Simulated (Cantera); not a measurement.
Feed: 1 mol Ni, 2.1 mol NH3, 120 mol N2, equilibrated at 1100 °C and 1.00 bar.

Cantera equilibrium calculation (NASA polynomials, part measured and part estimated; ideal gas, pure solids and liquids). Candidate condensed phases: Ni; 10 gas species. Kinetics and transport are ignored.

Base state: N2 0.975, H2 0.0254 (mole fractions); condensed: Ni(s).

Problem. What changes in the equilibrium state with this change: NH3 from 2.1 to 0.23 mol?

Solution. 
```tsv
species	before	after
N2	0.975	0.997
H2	0.0254	0.00286
Ni(s), mol	1.00	1.00
```
